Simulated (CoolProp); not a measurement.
Vapour-liquid equilibrium of acetone (1) + n-hexane (2) at 0.0275 MPa; x and y are mole fractions of (1).

Model: multi-fluid Helmholtz-energy mixture model, Lemmon 2006 and Thol 2019; pair parameters Bell 2016, in CoolProp.

```csv
x,"bubble temperature, mixture model (°C)","bubble temperature, Raoult's law (°C)","y, mixture model","y, Raoult's law"
0.05,25.5,31.7,[?],0.074
0.2,18.0,30.0,0.532,0.276
0.35,16.5,28.3,0.587,0.450
0.5,16.2,26.8,0.603,0.604
0.65,16.1,25.4,[?],0.739
0.8,[?],24.1,[?],0.859
0.95,19.7,22.8,0.847,0.967
```

Task: Some entries are withheld; supply them.

Result: 
- 0.05, y, mixture model: 0.281
- 0.65, y, mixture model: 0.619
- 0.8, bubble temperature, mixture model (°C): 16.6
- 0.8, y, mixture model: 0.667

The largest gap from Raoult's law is -12.0 K in bubble temperature, at x = 0.2. y crosses x between x = 0.5 and 0.65: the model has an azeotrope there.

Pair parameters are fitted to limited data, so mixtures are less certain than the pure fluids.
